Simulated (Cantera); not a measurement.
Input: 1 mol FeCl3, 1.1 mol O2, a varied amount of H2, at 10.0 mbar.

Cantera equilibrium calculation (NASA polynomials, part measured and part estimated; ideal gas, pure solids and liquids). Candidate condensed phases: Fe, FeCl2, FeCl3, FeO, Fe(OH)2, Fe(OH)3, Fe2O3, Fe3O4, H2O; 22 gas species. Mutual solubility and eutectic melting of coexisting phases are not modelled. The tables' stoichiometric FeO is somewhat more stable than real wüstite, so its field is too wide. FeO: taken at fixed stoichiometry. Rates play no part.

Problem. What condenses at these points (T in K, n(H2) in mol): (1798, 6.3); (1948, 6.3); (1948, 61); (1873, 3.3); (1123, 12); (1723, 23); (2023, 44)?

Solution. 
| T (K) | n(H2) in mol | condensed phases | Fe condensed (%) |
|---|---|---|---|
| 1798 | 6.3 | FeO | 28.3 |
| 1948 | 6.3 | FeO | 16.6 |
| 1948 | 61 | gas only | 0.0 |
| 1873 | 3.3 | FeO | 28.7 |
| 1123 | 12 | Fe + FeO | 77.9 |
| 1723 | 23 | Fe | 67.2 |
| 2023 | 44 | gas only | 0.0 |
